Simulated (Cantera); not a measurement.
Charge: 1 mol SiCl4, 2 mol HCl, 990 mol H2, at 0.430 bar.

Cantera equilibrium calculation (NASA polynomials, part measured and part estimated; ideal gas, pure solids and liquids). Candidate condensed phases: Si; 19 gas species. Equilibrium is a limit: real reactors are often held back by kinetics, nucleation or transport. All values below are at 1448 K.

Base state: H2 0.994, HCl 0.00581, SiCl2 0.000105, H 1.40e-5 (mole fractions); condensed: Si(s).

What changes in the equilibrium state with this change: H2 from 990 to 190 mol?


| species | before | after |
|---|---|---|
| H2 | 0.994 | 0.972 |
| HCl | 0.00581 | 0.0258 |
| SiCl2 | 0.000105 | 0.00211 |
| SiCl4 | 6.98e-8 | 2.85e-5 |
| SiCl3 | 1.41e-6 | 0.000128 |
| SiHCl3 | 1.02e-6 | 9.17e-5 |
| SiH2Cl2 | 2.31e-6 | 4.56e-5 |
| H | 1.40e-5 | 1.39e-5 |
| Si(s), mol | 0.888 | 0.531 |
The tables' values for SiCl3 are old estimates; treat these amounts as uncertain.
